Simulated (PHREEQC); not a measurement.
1 kg of water holding 0.1 mol Na2SO4 meets 20 L of dry gas (O2 1 by moles) at fixed total pressure, at 80 °C; fugacities by Peng-Robinson. The gases take part in no redox reaction, some water evaporates into the gas, and hydrates or a liquid gas phase aren't modelled. Nothing may precipitate in this run.

All values are PHREEQC results (ion-association model, phreeqc.dat), not measurements.

```csv
P (atm),dissolved O2 (mol/kgw),φ of O2
2,0.00113,1.000
5,0.00333,0.998
10,0.00694,0.996
30,0.0208,0.988
40,0.0275,0.985
50,0.0339,0.981
75,0.0492,0.974
100,0.0635,0.968
200,0.112,0.952
300,0.150,0.951
400,0.181,0.960
```

Away from 25 °C the constants follow the database's enthalpies or fits; those with neither stay at their 25 °C values.
